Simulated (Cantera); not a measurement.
Charge: 1 mol Al(CH3)3, 1.2 mol NH3, 31 mol N2, at 0.133 bar.

These are equilibrium values from Cantera (NASA tables, ideal gas, pure condensed phases), not measurements of a reactor. Candidate condensed phases: Al, AlN, C, C6H6, C7H8, C8H18; 97 gas species. The feed counts by its element totals alone. Rates play no part.

x: gas mole fraction; n: condensed amount in mol.

```json
[
 {"T (K)": "775", "x N2": "0.837", "x H2": "0.156", "x CH4": "0.00666", "x HCN": "1.77e-8", "x H": "___", "x Al": "<1e-12", "x HNC": "3.15e-12", "n AlN(s)": "1.00", "n C(graphite)": "2.75"},
 {"T (K)": "925", "x N2": "0.832", "x H2": "0.167", "x CH4": "0.000843", "x HCN": "5.27e-7", "x H": "___", "x Al": "<1e-12", "x HNC": "4.31e-10", "n AlN(s)": "1.00", "n C(graphite)": "2.97"},
 {"T (K)": "1075", "x N2": "0.832", "x H2": "0.168", "x CH4": "0.000170", "x HCN": "5.93e-6", "x H": "___", "x Al": "<1e-12", "x HNC": "1.46e-8", "n AlN(s)": "1.00", "n C(graphite)": "2.99"},
 {"T (K)": "1225", "x N2": "0.832", "x H2": "0.168", "x CH4": "4.96e-5", "x HCN": "3.66e-5", "x H": "___", "x Al": "<1e-12", "x HNC": "2.07e-7", "n AlN(s)": "1.00", "n C(graphite)": "3.00"},
 {"T (K)": "1375", "x N2": "0.831", "x H2": "0.168", "x CH4": "1.88e-5", "x HCN": "0.000151", "x H": "___", "x Al": "1.33e-11", "x HNC": "1.64e-6", "n AlN(s)": "1.00", "n C(graphite)": "2.99"},
 {"T (K)": "1525", "x N2": "0.831", "x H2": "0.168", "x CH4": "8.60e-6", "x HCN": "0.000470", "x H": "___", "x Al": "3.22e-9", "x HNC": "8.59e-6", "n AlN(s)": "1.00", "n C(graphite)": "2.98"},
 {"T (K)": "1675", "x N2": "0.831", "x H2": "0.168", "x CH4": "4.52e-6", "x HCN": "0.00119", "x H": "___", "x Al": "2.87e-7", "x HNC": "3.34e-5", "n AlN(s)": "1.000", "n C(graphite)": "2.95"},
 {"T (K)": "1825", "x N2": "0.830", "x H2": "0.167", "x CH4": "2.63e-6", "x HCN": "0.00258", "x H": "___", "x Al": "1.21e-5", "x HNC": "0.000103", "n AlN(s)": "1.000", "n C(graphite)": "2.90"},
 {"T (K)": "1975", "x N2": "0.828", "x H2": "0.165", "x CH4": "1.64e-6", "x HCN": "0.00493", "x H": "___", "x Al": "0.000287", "x HNC": "0.000268", "n AlN(s)": "0.989", "n C(graphite)": "2.80"}
]
```

**Question.** Some entries are withheld; supply them.

**Answer.** 
- 775, x H: 1.07e-12
- 925, x H: 2.91e-10
- 1075, x H: 1.65e-8
- 1225, x H: 3.50e-7
- 1375, x H: 3.85e-6
- 1525, x H: 2.66e-5
- 1675, x H: 0.000130
- 1825, x H: 0.000493
- 1975, x H: 0.00152
